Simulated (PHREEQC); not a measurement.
## Acid mine or pickling water

Synthetic water in mg/kgw, 25 °C, pH 3.53, pe 12.5: Na 18.4; K 1.38; Ca 176; Mg 11.8; Cl 126; S(6) as SO4 387; Zn 3.25; Si as SiO2 19.4; N(5) as NO3 0.162; O(0) (dissolved oxygen) 0.438; F 0.0285.

Na is adjusted to close the charge balance.
Valence states are taken as typed.

The numbers come from PHREEQC with the ion-association model, wateq4f.dat.

Each row changes one thing in this solution. Precipitation was switched off in this run.

| case | ionic strength (mol/kgw) | Ca+2 (mol/kgw) | SO4-2 (mol/kgw) | Mg+2 (mol/kgw) | HSO4- (mol/kgw) | Zn+2 (mol/kgw) | SI of Chalcedony (SiO2) |
|---|---|---|---|---|---|---|---|
| as made | 0.0168 | 0.00359 | 0.00304 | 0.000384 | 6.00e-5 | 3.89e-5 | +0.06 |
| temperature from 25 to 10 °C at the same typed pH | 0.0172 | 0.00365 | 0.00315 | 0.000410 | [?] | [?] | [?] |
| Zn from 3.25 to 6.5 mg/kgw | 0.0168 | 0.00359 | 0.00303 | 0.000384 | [?] | 7.79e-5 | +0.06 |
| K from 1.38 to 4.14 mg/kgw | 0.0168 | 0.00359 | 0.00304 | 0.000384 | 6.00e-5 | 3.89e-5 | +0.06 |

### Question
Fill in the missing entries.

### Answer

- temperature from 25 to 10 °C at the same typed pH, HSO4- (mol/kgw): 4.59e-5
- temperature from 25 to 10 °C at the same typed pH, Zn+2 (mol/kgw): 3.96e-5
- temperature from 25 to 10 °C at the same typed pH, SI of Chalcedony (SiO2): +0.25
- Zn from 3.25 to 6.5 mg/kgw, HSO4- (mol/kgw): 5.98e-5

Species that the database lacks are ignored. Some of these states are supersaturated (in Quartz (slow to form), Chalcedony (slow to form), for instance). Away from 25 °C the constants follow the database's enthalpies or fits; those with neither stay at their 25 °C values. SiF6-2 is the database's only silicon fluoride.
